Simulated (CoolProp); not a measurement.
R134a at 298.15 K and 11.1 MPa flows at 0.28 m/s in a round tube of 20 mm bore and 15 µm roughness, fully developed (64/Re and Nu = 3.66 if laminar; Colebrook and Gnielinski if turbulent). Each further row changes one setting.

The numbers come from the reference Helmholtz-energy equation of state, Tillner-Roth 1994 in CoolProp.

```tsv
case	Reynolds number	Darcy friction factor	pressure drop (Pa/m)	heat-transfer coefficient (W/(m² K))	mass flow (kg/h)
as stated	30600	0.0253	62.4	750	398
velocity 0.56 m/s	61200	0.0226	223	1400	797
diameter 40 mm	61200	0.0214	26.4	671	1590
```

Viscosity comes from a separate model (Huber 2003), an estimate that may be off by 10 % or more. Thermal conductivity comes from a separate model (McLinden 2000), an estimate that may be off by 10 % or more.
